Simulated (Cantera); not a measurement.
Charge: 1 mol BF₃, 1.3 mol NH₃, a varied amount of N₂, equilibrated at 0.0190 bar.

Equilibrium computed with Cantera from the NASA thermochemical tables; the gas is ideal and each condensed phase is pure. Candidate condensed phases: B, BN; 31 gas species. The tables' values for BF₂ are old estimates. Equilibrium is a limit: real reactors are often held back by kinetics, nucleation or transport.

Stable condensed phases, one row left out:

```
T in °C \ n(N₂) in mol
         5.7 8.3  12  17  25  36  52  74 110
   1502    A   A   A   A   A   A   A   A   A
   1477    B   B   B   B   B   A   A   A   A
   1452    B   B   B   B   B   B   B   B   A
   1402    B   B   B   B   B   B   B   B   B
   1377    B   B   B   B   B   B   B   B   B
   1352    B   B   B   B   B   B   B   B   B
   1327    B   B   B   B   B   B   B   B   B
   1302    B   B   B   B   B   B   B   B   B
   1277    B   B   B   B   B   B   B   B   B
   1252    B   B   B   B   B   B   B   B   B
   1227    B   B   B   B   B   B   B   B   B
   1202    B   B   B   B   B   B   B   B   B
```

A: gas only; B: BN.

Task: Give the row for 1427 °C.

Result: 5.7: BN; 8.3: BN; 12: BN; 17: BN; 25: BN; 36: BN; 52: BN; 74: BN; 110: BN.
